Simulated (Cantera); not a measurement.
Input: 1 mol SiH₂Cl₂, 3 mol O₂, equilibrated at 133 Pa.

These are equilibrium values from Cantera (NASA tables, ideal gas, pure condensed phases), not measurements of a reactor. Candidate condensed phases: H₂O, Si, SiO₂; 30 gas species. The tables hold silica as quartz up to 1696 K and as liquid above; real silica turns to tridymite and cristobalite and melts near 1996 K. Kinetics and transport are ignored.

**Question.** Which condensed phases are stable at each of these points (T (K)): 900, 975, 1050, 1125, 1200, 1275, 1350, 1425, 1500, 1575, 1650, 1725, 1800, 1875?

**Answer.** 
| T (K) | condensed phases | Si condensed (%) |
|---|---|---|
| 900 | SiO₂(β-quartz) | 100.0 |
| 975 | SiO₂(β-quartz) | 100.0 |
| 1050 | SiO₂(β-quartz) | 100.0 |
| 1125 | SiO₂(β-quartz) | 100.0 |
| 1200 | SiO₂(β-quartz) | 100.0 |
| 1275 | SiO₂(β-quartz) | 100.0 |
| 1350 | SiO₂(β-quartz) | 100.0 |
| 1425 | SiO₂(β-quartz) | 100.0 |
| 1500 | SiO₂(β-quartz) | 100.0 |
| 1575 | SiO₂(β-quartz) | 100.0 |
| 1650 | SiO₂(β-quartz) | 100.0 |
| 1725 | SiO₂(condensed) | 100.0 |
| 1800 | SiO₂(condensed) | 100.0 |
| 1875 | SiO₂(condensed) | 100.0 |

From 900 K to 1650 K the condensed part is SiO₂(β-quartz). From 1725 K to 1875 K the condensed part is SiO₂(condensed).
